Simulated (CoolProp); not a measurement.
Vapour-liquid equilibrium of ethanol (1) + ethylbenzene (2) at 457.5 K; x and y are mole fractions of (1).

Computed with CoolProp (multi-fluid Helmholtz-energy mixture model, Schroeder 2014 and Zhou 2012; pair parameters Bell 2016).

```json
[
 {"x": "0.05", "bubble pressure (bar)": "5.488", "y at the bubble point": "0.416", "dew pressure at overall composition x (bar)": "3.333", "liquid density (mol/L)": "6.821"},
 {"x": "0.125", "bubble pressure (bar)": "8.302", "y at the bubble point": "0.615", "dew pressure at overall composition x (bar)": "3.632", "liquid density (mol/L)": "7.036"},
 {"x": "0.2", "bubble pressure (bar)": "10.45", "y at the bubble point": "0.698", "dew pressure at overall composition x (bar)": "3.984", "liquid density (mol/L)": "7.271"},
 {"x": "0.275", "bubble pressure (bar)": "12.09", "y at the bubble point": "0.744", "dew pressure at overall composition x (bar)": "___", "liquid density (mol/L)": "7.527"},
 {"x": "0.35", "bubble pressure (bar)": "___", "y at the bubble point": "0.775", "dew pressure at overall composition x (bar)": "4.925", "liquid density (mol/L)": "7.810"},
 {"x": "0.425", "bubble pressure (bar)": "14.47", "y at the bubble point": "0.799", "dew pressure at overall composition x (bar)": "5.575", "liquid density (mol/L)": "8.125"},
 {"x": "0.5", "bubble pressure (bar)": "15.43", "y at the bubble point": "0.819", "dew pressure at overall composition x (bar)": "6.413", "liquid density (mol/L)": "8.479"},
 {"x": "0.575", "bubble pressure (bar)": "16.33", "y at the bubble point": "___", "dew pressure at overall composition x (bar)": "7.535", "liquid density (mol/L)": "8.882"},
 {"x": "0.65", "bubble pressure (bar)": "17.23", "y at the bubble point": "0.860", "dew pressure at overall composition x (bar)": "9.099", "liquid density (mol/L)": "9.345"},
 {"x": "0.725", "bubble pressure (bar)": "18.14", "y at the bubble point": "___", "dew pressure at overall composition x (bar)": "11.37", "liquid density (mol/L)": "9.880"},
 {"x": "0.8", "bubble pressure (bar)": "19.09", "y at the bubble point": "0.909", "dew pressure at overall composition x (bar)": "___", "liquid density (mol/L)": "10.51"},
 {"x": "0.875", "bubble pressure (bar)": "20.06", "y at the bubble point": "0.939", "dew pressure at overall composition x (bar)": "17.84", "liquid density (mol/L)": "11.24"},
 {"x": "0.95", "bubble pressure (bar)": "21.06", "y at the bubble point": "0.973", "dew pressure at overall composition x (bar)": "20.40", "liquid density (mol/L)": "12.12"}
]
```

Problem. What belongs in the gaps?

Solution. 
- 0.275, dew pressure at overall composition x (bar): 4.407
- 0.35, bubble pressure (bar): 13.39
- 0.575, y at the bubble point: 0.839
- 0.725, y at the bubble point: 0.883
- 0.8, dew pressure at overall composition x (bar): 14.54

No azeotrope shows between x = 0.05 and 0.95.

The pair parameters rest on a limited set of measurements; away from them the model extrapolates. With so large a gap from Raoult's law the liquid may split in two, which this calculation doesn't test in full.
